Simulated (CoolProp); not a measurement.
A simple Rankine cycle with cyclopropane: condensing at 328.15 K, boiler at 3.32 MPa, turbine inlet 472 K, turbine efficiency 0.75, pump efficiency 0.6, no recuperator. Each further row changes one setting.

Computed with CoolProp (reference Helmholtz-energy equation of state, Polt 1992). This equation is an older, rougher fit; its heat capacities, sound speeds and derivatives of the liquid may be far off and weren't checked against measurements.

| case | thermal efficiency (%) | net work (kJ/kg) | heat in (kJ/kg) | turbine exit temperature (K) | volume ratio over the turbine |
|---|---|---|---|---|---|
| as stated | 6.8 | ___ | 621 | 440.9 | 2.19 |
| condensing temperature 320.15 K | 8.2 | ___ | 640 | 434.3 | 2.62 |
| boiler pressure 2.32 MPa | 3.9 | ___ | 635 | ___ | 1.53 |
| turbine efficiency 0.65 | ___ | ___ | 621 | ___ | 2.21 |

### Question
Fill in the missing entries.

### Answer

- as stated, net work (kJ/kg): 42.3
- condensing temperature 320.15 K, net work (kJ/kg): 52.5
- boiler pressure 2.32 MPa, net work (kJ/kg): 24.8
- boiler pressure 2.32 MPa, turbine exit temperature (K): 455.7
- turbine efficiency 0.65, thermal efficiency (%): 5.8
- turbine efficiency 0.65, net work (kJ/kg): 36.0
- turbine efficiency 0.65, turbine exit temperature (K): 443.9
